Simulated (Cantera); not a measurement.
A closed system holds: 1 mol Fe₃O₄, 2 mol CO, 0.18 mol N₂, at 1.00 bar.

Equilibrium computed with Cantera from the NASA thermochemical tables; the gas is ideal and each condensed phase is pure. Candidate condensed phases: C, Fe, Fe(CO)₅, FeO, Fe₂O₃, Fe₃O₄; 27 gas species. The tables' stoichiometric FeO is somewhat more stable than real wüstite, so its field is too wide. FeO: taken at fixed stoichiometry. Rates play no part. All values below are at 1450 °C.

Base state: CO₂ 0.459, CO 0.459, N₂ 0.0826 (mole fractions); condensed: FeO(l).

Question: What changes in the equilibrium state with this change: 0.19 mol O₂ added?

Answer: 
```csv
species,before,after
CO₂,0.459,0.633
CO,0.459,0.284
N₂,0.0826,0.0826
"FeO(l), mol",3.00,3.00
```
